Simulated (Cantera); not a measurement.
Charge: 1 mol MgCO3, 0.26 mol SO3, 1.3 mol H2O, equilibrated at 1423 K and 1.30 bar.

Cantera equilibrium calculation (NASA polynomials, part measured and part estimated; ideal gas, pure solids and liquids). Candidate condensed phases: C, C6H6, C7H8, C8H18, H2O, H2SO4, Mg, MgCO3, MgO, Mg(OH)2, MgS, MgSO4, S; 130 gas species. Equilibrium is a limit: real reactors are often held back by kinetics, nucleation or transport.

Question: What is the equilibrium state?

Answer: 
```json
{
 "x(H2O)": "0.484",
 "x(CO2)": "0.372",
 "x(SO2)": "0.0954",
 "x(O2)": "0.0477",
 "x(SO3)": "0.00134",
 "x(OH)": "5.49e-5",
 "x(CO)": "2.16e-6",
 "x(H2)": "1.24e-6",
 "n(MgO(s))": "1.00 mol",
 "gas_amount": "2.688 mol",
 "log10 activity of S(l) (absent)": "-10.28",
 "log10 activity of C(graphite) (absent)": "-13.65",
 "log10 activity of Mg(l) (absent)": "-15.70"
}
```
